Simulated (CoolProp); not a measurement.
Vapour-liquid equilibrium of acetone (1) + benzene (2) at 425.3 K; x and y are mole fractions of (1).

Values from CoolProp's multi-fluid Helmholtz-energy mixture model, Lemmon 2006 and Thol 2012; pair parameters Bell 2016.

```csv
x,bubble pressure (bar),y at the bubble point,dew pressure at overall composition x (bar),liquid density (mol/L)
0.05,…,0.102,6.283,9.349
0.15,7.261,0.263,6.716,…
0.25,7.944,…,7.196,9.552
0.35,8.569,0.494,7.725,9.664
0.45,9.149,0.586,8.301,9.782
0.55,9.696,0.669,8.921,9.909
0.65,10.22,0.746,9.573,10.04
0.75,…,0.820,10.25,10.19
0.85,11.21,0.893,10.92,10.34
0.95,…,0.964,11.59,10.51
```

Some entries are withheld; supply them.


- 0.05, bubble pressure (bar): 6.501
- 0.15, liquid density (mol/L): 9.448
- 0.25, y at the bubble point: 0.389
- 0.75, bubble pressure (bar): 10.72
- 0.95, bubble pressure (bar): 11.68

No azeotrope shows between x = 0.05 and 0.95.

Pair parameters are fitted to limited data, so mixtures are less certain than the pure fluids.
